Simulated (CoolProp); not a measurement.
Vapour pressure (MPa) of R1233zd(E): the reference equation beside estimates from Tc = 438.9 K, pc = 3.583 MPa, ω = 0.304.

The numbers come from the reference Helmholtz-energy equation of state, Akasaka 2022 in CoolProp.

```tsv
T (K)	reference	Lee-Kesler	van der Waals	Soave-Redlich-Kwong
347	0.5651	0.5690	1.301	[?]
350.9	0.6231	[?]	1.370	0.6303
354.8	0.6855	0.6901	1.442	0.6940
358.7	[?]	0.7574	1.516	0.7623
362.6	0.8242	0.8294	1.592	0.8356
366.5	0.9010	0.9063	1.670	[?]
370.4	0.9830	[?]	1.751	0.9977
374.3	[?]	1.076	1.835	1.087
378.2	1.164	1.169	1.921	1.182
382.1	1.263	1.268	2.009	1.283
386	1.368	1.373	2.100	1.390
389.9	1.480	1.485	2.193	1.504
393.8	[?]	1.603	2.289	1.625
397.7	1.725	1.728	2.387	1.752
401.6	1.858	1.861	[?]	1.887
```

### Question
What belongs in the gaps?

### Answer

- 347, Soave-Redlich-Kwong: 0.5712
- 350.9, Lee-Kesler: 0.6274
- 358.7, reference: 0.7524
- 366.5, Soave-Redlich-Kwong: 0.9140
- 370.4, Lee-Kesler: 0.9884
- 374.3, reference: 1.070
- 393.8, reference: 1.599
- 401.6, van der Waals: 2.488

Absolute difference from the reference over all 15 rows, mean and median: Lee-Kesler 0.5 and 0.5 %, van der Waals 75.4 and 71.5 %, Soave-Redlich-Kwong 1.5 and 1.5 %.
